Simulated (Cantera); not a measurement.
Feed: 1 mol SiHCl3, 9.4 mol NH3, at 1350 K and 0.920 bar.

These are equilibrium values from Cantera (NASA tables, ideal gas, pure condensed phases), not measurements of a reactor. Candidate condensed phases: NH4Cl, Si, Si3N4; 28 gas species. The tables' values for SiCl3 are old estimates; treat these amounts as uncertain. Equilibrium is a limit: real reactors are often held back by kinetics, nucleation or transport.

Base state: H2 0.652, N2 0.201, HCl 0.147, SiCl4 0.000344, SiHCl3 8.72e-5, SiCl3 5.39e-5, SiCl2 4.21e-5, NH3 2.22e-5 (mole fractions); condensed: Si3N4(s).

Q: What changes in the equilibrium state with this change: pressure from 0.920 bar to 0.00600 bar?

A: 
```
species          before    after
-------------  --------  -------
H2                0.652    0.652
N2                0.201    0.201
HCl               0.147    0.146
SiCl2           4.21e-5  0.00118
NH3             2.22e-5  1.45e-7
H               2.01e-6  2.48e-5
SiCl4          0.000344  6.19e-5
Si3N4(s), mol     0.330    0.324
```
